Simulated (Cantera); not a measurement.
Cantera run:

```python
import numpy as np
import cantera as ct

gas_names = """
    CL CLO CL2 N NO NO2 NO3 N2 N2O O O2 O3 Si SiCL SiCL2 SiCL3 SiCL4 SiN SiO SiO2 Si2 Si2N Si3
""".split()
cond_names = """
    Si(cr) Si(L) SiO2(Lqz) SiO2(hqz) SiO2(L) Si2N2O(s) Si3N4(a)
""".split()


# ... load() reads the species with a 1 bar reference pressure and builds the phases ...
atoms = {
    'SiCl4': {'Si': 1, 'CL': 4},
    'O3': {'O': 3},
    'N2': {'N': 2},
}
top_T = {'Si2N2O(s)': 2100, 'Si3N4(a)': 2400}  # K; cautious upper limits of use, not melting points


# ... equilibrate(T, P, feed) seeds the gas with the atoms and calls Mixture.equilibrate('TP', solver="vcs", rtol=1e-11, max_steps=5000) ...
results = []
feed = {'SiCl4': 1, 'O3': 2.1, 'N2': 150}  # mol
T = 1273  # K
for P in [5, 21, 85, 350, 1400, 5900, 24000, 100000]:
    mix = equilibrate(T, P, feed)
    results.append((T, P, feed, dict(zip(mix.species_names, mix.species_moles))))

top = {s: max(r[3][s] / sum(r[3][g] for g in gas_names) for r in results) for s in gas_names}
cols = sorted((s for s in top if top[s] > 0.001), key=lambda s: -top[s])[:8]
seen = [c for c in cond_names if any(r[3].get(c, 0) > 1e-12 for r in results)]
print("log10 of partial pressures in bar; condensed amounts in mol")
print(f"{'P/Pa':>10s}" + "".join(f"{s[:9]:>10s}" for s in cols + seen))
for T, P, feed, n in results:
    ng = sum(n[g] for g in gas_names)
    print(f"{P:10.4g}" + "".join(f"{np.log10(max(n[s] / ng * P / 1e5, 1e-99)):10.3f}" for s in cols)
          + "".join(f"{n.get(c, 0):10.4g}" for c in seen))
```

Result:

```
log10 of partial pressures in bar; condensed amounts in mol
      P/Pa        N2        CL        O2       CL2 SiO2(hqz)
         5    -4.318    -5.904    -6.164    -7.781         1
        21    -3.695    -5.312    -5.540    -6.597         1
        85    -3.087    -4.789    -4.932    -5.553         1
       350    -2.471    -4.340    -4.316    -4.653         1
      1400    -1.867    -3.962    -3.713    -3.898         1
      5900    -1.242    -3.610    -3.087    -3.193         1
   2.4e+04    -0.632    -3.286    -2.477    -2.545         1
     1e+05    -0.012    -2.966    -1.857    -1.906         1
```

Cantera equilibrium calculation (NASA polynomials, part measured and part estimated; ideal gas, pure solids and liquids). The tables hold silica as quartz up to 1696 K and as liquid above; real silica turns to tridymite and cristobalite and melts near 1996 K.
